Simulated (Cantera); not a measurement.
Equilibrium for calcination and drying: CaCO₃ + O₂

Charge: 1 mol CaCO₃, 0.34 mol O₂, at 1000 °C and 3.20 bar.

Equilibrium computed with Cantera from the NASA thermochemical tables; the gas is ideal and each condensed phase is pure. Candidate condensed phases: C, Ca, CaCO₃, CaO; 15 gas species. Rates play no part.

* **x(CO₂)**: 0.746
* **x(O₂)**: 0.254
* **n(CaO(s))**: 1.00 mol
* **gas amount**: 1.340 mol
* **log10 activity of C(graphite) (absent)**: -15.78
* **log10 activity of Ca(l) (absent)**: -20.49
